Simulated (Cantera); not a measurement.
# Hydrocarbon pyrolysis for carbon deposition

An isothermal, constant-pressure homogeneous reactor starts with 3.03 % C₃H₈, 97.0 % H₂, at 1773 K and 20.0 Torr.

Computed with Cantera and GRI-Mech 3.0 (53 species, 325 reactions). GRI-Mech 3.0 was tuned for natural gas; its chemistry of propane as a main component is partial and can be far from experiment. GRI-Mech 3.0 stops at C3 and has no aromatics, soot or wall deposition, so with more carbon than oxygen in the feed, carbon stays in small species such as C2H2 where larger ones or solid carbon would form. Radical loss at walls, strong at low pressure, is not modelled.

| t (s) | x C₃H₈ | x H₂ | x H | x CH₃ | x CH₄ | x C₂H |
|---|---|---|---|---|---|---|
| 4.00e-5 | 0.0164 | 0.953 | 0.00290 | 0.00828 | 0.00799 | 2.92e-9 |
| 0.000133 | 0.000316 | 0.929 | 0.00788 | 0.00687 | 0.0320 | 3.65e-7 |
| 0.000443 | 1.20e-8 | 0.933 | 0.00478 | 0.00360 | 0.0346 | 6.96e-7 |
| 0.00147 | 4.74e-9 | 0.935 | 0.00310 | 0.00229 | 0.0344 | 6.08e-7 |
| 0.00490 | 2.09e-9 | 0.938 | 0.00217 | 0.00153 | 0.0330 | 4.60e-7 |
| 0.0163 | 7.86e-10 | 0.940 | 0.00153 | 0.000994 | 0.0303 | 3.45e-7 |
| 0.0543 | 3.61e-10 | 0.943 | 0.00140 | 0.000748 | 0.0250 | 3.44e-7 |
| 0.181 | 9.89e-11 | 0.948 | 0.00148 | 0.000493 | 0.0156 | 4.16e-7 |
| 0.601 | 8.28e-12 | 0.953 | 0.00161 | 0.000220 | 0.00646 | 5.07e-7 |
| 2.00 | <1e-12 | 0.956 | 0.00169 | 7.28e-5 | 0.00204 | 5.60e-7 |
x: mole fraction; the columns are a selection and need not sum to one.

Equilibrium at this temperature and pressure: C₃H₈ <1e-12, H₂ 0.956, H 0.00172, CH₃ 1.30e-5, CH₄ 0.000359, C₂H 5.79e-7 (gas phase only).
